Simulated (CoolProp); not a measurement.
Saturation properties of R113.

Model: reference Helmholtz-energy equation of state, Marx 1992, in CoolProp.

```
T (K)  p (MPa)  liquid density (kg/m³)  vapour density (kg/m³)  enthalpy of vaporisation (kJ/kg)  liquid cp (kJ/(kg K))
-----  -------  ----------------------  ----------------------  --------------------------------  ---------------------
344     0.2063                    1449                   14.51                             136.5                 0.9665
350.1   0.2442                    1433                   17.03                             134.3                 0.9739
356.3   0.2878                    1416                   19.94                             132.0                 0.9819
362.4   0.3364                    1399                   23.17                             129.7                 0.9901
368.6   0.3918                    1382                   26.86                             127.3                 0.9989
374.8   0.4538                    1364                   31.01                             124.7                  1.008
380.9   0.5217                    1346                   35.59                             122.1                  1.018
387.1   0.5983                    1327                   40.79                             119.4                  1.029
393.2   0.6815                    1308                   46.52                             116.6                  1.040
399.4   0.7745                    1288                   53.02                             113.6                  1.053
405.5   0.8749                    1267                   60.18                             110.5                  1.066
411.7   0.9866                    1246                   68.31                             107.2                  1.082
417.8    1.106                    1223                   77.27                             103.8                  1.099
424      1.239                    1200                   87.51                             100.1                  1.120
430.1    1.380                    1175                   98.86                             96.21                  1.143
```

It boils at 320.7 K under 1 atm.
